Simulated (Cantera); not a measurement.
What does this Cantera script print?

```python
import numpy as np
import cantera as ct

gas_names = """
    F F2 H HF H2 H2F2 H3F3 H4F4 H5F5 H6F6 H7F7 N NF NF2 NF3 NH NH2 NH3 N2 N2H2 N2H4 Si SiF SiF2 SiF3
    SiF4 SiH SiHF3 SiH2 SiH2F2 SiH3 SiH3F SiH4 SiN Si2 Si2N Si3
""".split()
cond_names = """
    Si(cr) Si(L) Si3N4(a)
""".split()


# ... load() reads the species with a 1 bar reference pressure and builds the phases ...
atoms = {
    'SiF4': {'Si': 1, 'F': 4},
    'N2': {'N': 2},
    'H2': {'H': 2},
}
top_T = {'Si3N4(a)': 2400}  # K; cautious upper limits of use, not melting points


# ... equilibrate(T, P, feed) seeds the gas with the atoms and calls Mixture.equilibrate('TP', solver="vcs", rtol=1e-11, max_steps=5000) ...
results = []
feed = {'SiF4': 1, 'N2': 0.99, 'H2': 0.24}  # mol
T = 823  # K
P = 1000  # Pa
mix = equilibrate(T, P, feed)
results.append((T, P, feed, dict(zip(mix.species_names, mix.species_moles))))
print(gas.report(threshold=1e-06))
for i in range(1, mix.n_phases):
    print(f"{mix.phase(i).name:16s} {mix.phase_moles(i):12.5e} mol")
```

Output:

```
       temperature   823 K
          pressure   1000 Pa
           density   0.0086697 kg/m^3
  mean mol. weight   59.325 kg/kmol
   phase of matter   gas

                          1 kg             1 kmol
                     ---------------   ---------------
          enthalpy       -1.1702e+07        -6.942e+08  J
   internal energy       -1.1817e+07       -7.0104e+08  J
           entropy              5548        3.2913e+05  J/K
    Gibbs function       -1.6268e+07       -9.6508e+08  J
 heat capacity c_p              1045             61995  J/K
 heat capacity c_v            904.85             53680  J/K

                      mass frac. Y      mole frac. X     chem. pot. / RT
                     ---------------   ---------------   ---------------
                HF        2.7128e-05        8.0444e-05            -76.09
                H2         0.0036552           0.10756           -23.879
                N2           0.20963           0.44394           -29.802
              SiF4           0.78663           0.44838           -279.28
             SiHF3         5.461e-05        3.7633e-05           -227.06
     [  +32 minor]        6.5641e-07        9.0648e-07

Si(cr)            0.00000e+00 mol
Si3N4(a)          7.89117e-06 mol
```

Method: chemical equilibrium by Gibbs-energy minimisation in Cantera with the NASA 1993 tables (ideal gas, pure condensed phases). N2 is the only nitrogen source here; it is nearly inert below about 1500 K, so the nitride shown seldom forms there in practice.
